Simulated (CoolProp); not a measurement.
Vapour-liquid equilibrium of isopentane (1) + toluene (2) at 358.7 K; x and y are mole fractions of (1).

Values from CoolProp's multi-fluid Helmholtz-energy mixture model, Lemmon 2006 and Lemmon 2006; pair parameters Bell 2016.

### Question
Give the bubble pressure and the first vapour's composition at x = 0.2, 0.5, 0.65. Is there an azeotrope?

### Answer
x = 0.2: 0.1651 MPa, y = 0.759; x = 0.5: 0.3167 MPa, y = 0.909; x = 0.65: 0.3775 MPa, y = 0.939. No azeotrope shows between x = 0.05 and 0.95.

Pair parameters are fitted to limited data, so mixtures are less certain than the pure fluids.
